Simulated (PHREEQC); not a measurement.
Solution (20 °C): 4.8e-05 mol CaSO4, 0.00087 mol NaF and 0.0036 mol NaCl per kg of water. Closed to the air; pH follows from the charge balance.

Computed with PHREEQC (ion-association model, phreeqc.dat).

No solid was allowed to form.

Estimate the pH, specific conductance.

pH 7.24; specific conductance 471 µS/cm.

In which forms is S present?

SO4-2 98 %, NaSO4- 1.6 % of the S.
